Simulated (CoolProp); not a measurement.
A Linde-Hampson liquefier for CF4 (R14): isothermal reversible compression at 280 K from 1 atm to 30 MPa, throttling to 1 atm, return gas leaving the recuperator 0 K below the feed. Each further row changes one setting.

Model: reference Helmholtz-energy equation of state, Platzer 1990, in CoolProp. This equation is an older, rougher fit; its heat capacities, sound speeds and derivatives of the liquid may be far off and weren't checked against measurements.

| case | liquid yield per pass | compression work (kJ/kg of gas) |
|---|---|---|
| as stated | ___ | 131 |
| warm-end temperature 310 K | ___ | ___ |
| warm-end gap 5 K | ___ | 131 |

### Question
Fill in the missing entries.

### Answer

- as stated, liquid yield per pass: 0.344
- warm-end temperature 310 K, liquid yield per pass: 0.270
- warm-end temperature 310 K, compression work (kJ/kg of gas): 152
- warm-end gap 5 K, liquid yield per pass: 0.334
